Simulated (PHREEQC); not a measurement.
Make-up at 25 °C: 0.018 mol/kgw Al2(SO4)3, 0.00021 mol/kgw ZnCl2, 0.037 mol/kgw HCl and 0.12 mol/kgw NaCl. Closed to the air; pH follows from the charge balance.

Model: ion-association model, phreeqc.dat, run in PHREEQC.

No solid was allowed to form.

Problem. Order these Al species by the share of Al that they hold, largest first: Al+3, AlSO4+, AlHSO4+2, Al(SO4)2-.

Solution. AlSO4+ (61 %), Al+3 (31 %), Al(SO4)2- (7.3 %), AlHSO4+2 (0.27 %)

The pH is 1.68 and the ionic strength 0.248 mol/kgw.
